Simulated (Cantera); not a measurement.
A freely propagating, adiabatic, planar premixed flame of H₂ : O₂ : N₂ = 1 : 0.357 : 1.29 (molar parts), equivalence ratio 1.4, unburnt at 650 K and 0.987 atm; mixture-averaged transport, grid criteria slope 0.08 and curve 0.16, no radiation.

Cantera simulation using the H2/O2 subset of GRI-Mech 3.0, which has no nitrogen chemistry; the numbers are that mechanism's predictions, not measurements. Burning velocities carry a grid error of a few per cent, more on coarse grids.

x: mole fraction of selected species; z is measured from the peak of heat release.

```
z (mm)  T (K)  u (m/s)   x H₂     x O₂     x HO₂       x O  x H₂O₂     x H₂O
------  -----  -------  -----  -------  --------  --------  ------  --------
-1.41     650     10.4  0.378    0.135     <1e-8     <1e-8   <1e-8     <1e-8
-0.937    650     10.4  0.378    0.135     <1e-8     <1e-8   <1e-8     <1e-8
-0.703    650     10.4  0.378    0.135     <1e-8     <1e-8   <1e-8     <1e-8
-0.468    650     10.4  0.378    0.135   6.35e-7     <1e-8   <1e-8   4.88e-8
-0.234    662     10.6  0.375    0.135  0.000203   9.70e-6       ?  0.000580
-0.117    839     13.1  0.347    0.130  0.000171  0.000383       ?    0.0160
0        1276     19.3  0.224   0.0854   7.41e-5   0.00596       ?     0.111
0.117    1589     23.8  0.121   0.0248   2.08e-5   0.00964       ?     0.222
0.234    1726     25.6  0.105   0.0116   9.08e-6   0.00900       ?     0.247
0.468    1873     27.5  0.107  0.00816   5.69e-6   0.00771       ?     0.256
0.937    2029     29.4  0.111  0.00609   3.81e-6   0.00592       ?     0.265
1.87     2182     31.3  0.115  0.00410   2.41e-6   0.00400       ?     0.274
3.75     2320     32.9  0.117  0.00241   1.44e-6   0.00234       ?     0.285
```

Task: Some entries are withheld; supply them.

Result: 
- -0.234, x H₂O₂: 1.67e-6
- -0.117, x H₂O₂: 7.27e-6
- 0, x H₂O₂: 3.51e-6
- 0.117, x H₂O₂: 2.07e-6
- 0.234, x H₂O₂: 1.31e-6
- 0.468, x H₂O₂: 7.36e-7
- 0.937, x H₂O₂: 3.99e-7
- 1.87, x H₂O₂: 2.29e-7
- 3.75, x H₂O₂: 1.43e-7
